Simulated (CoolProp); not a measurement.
The fluid at 293.15 K and 7.63 MPa (liquid) is heated at constant pressure to 388.1 K. The same conditions are run with several fluids, on thermodynamics alone (safety and materials aside).

Model: reference Helmholtz-energy equation of state of each fluid (decamethyltetrasiloxane (MD2M): Thol 2017; n-hexane: Thol 2019; R152A: Outcalt 1996; n-pentane: Thol 2019; CH3F (R41): Lemmon 2006), in CoolProp.

Q: Rank decamethyltetrasiloxane (MD2M), n-hexane, R152A, n-pentane, CH3F (R41) by heat (kJ/kg), highest first.

A: CH3F (R41) (391), n-pentane (236), n-hexane (231), R152A (188), decamethyltetrasiloxane (MD2M) (173)

```csv
fluid,final phase,final density (kg/m³)
decamethyltetrasiloxane (MD2M),liquid,776
n-hexane,liquid,581
R152A,supercritical,639
n-pentane,liquid,539
CH3F (R41),supercritical,110
```
